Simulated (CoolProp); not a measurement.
R21 along the isotherm 100.05 °C: Z from the reference equation and from simpler models built on Tc = 179.6 °C, pc = 5.289 MPa, ω = 0.206; each cubic takes its own stable root.

Computed with CoolProp (reference Helmholtz-energy equation of state, Platzer 1990). This equation is an older, rougher fit; its heat capacities, sound speeds and derivatives of the liquid may be far off and weren't checked against measurements.

```tsv
p (MPa)	phase	reference
1.89	liquid	0.05394
3.78	liquid	0.1067
5.67	liquid	0.1585
7.56	liquid	0.2096
9.44	liquid	0.2596
11.3	liquid	0.3085
13.2	liquid	0.3580
15.1	liquid	0.4069
17	liquid	0.4554
18.9	liquid	0.5035
20.8	liquid	0.5512
22.7	liquid	0.5986
24.6	liquid	0.6456
26.4	liquid	0.6899
```

Question: How far does each simpler model (van der Waals, Redlich-Kwong, Soave-Redlich-Kwong, Peng-Robinson) lie from the reference over these 14 states: mean and median of the absolute difference, and the worst?

Answer: 
- van der Waals: mean 143.9 %, median 48.7 %, worst +1371.6 % at 100.05 °C and 1.89 MPa
- Redlich-Kwong: mean 9.5 %, median 9.0 %, worst +14.4 % at 100.05 °C and 1.89 MPa
- Soave-Redlich-Kwong: mean 6.9 %, median 6.6 %, worst +9.8 % at 100.05 °C and 1.89 MPa
- Peng-Robinson: mean 5.1 %, median 5.3 %, worst -6.4 % at 100.05 °C and 26.4 MPa

At some of these states van der Waals gives the other phase, because its saturation line lies elsewhere.
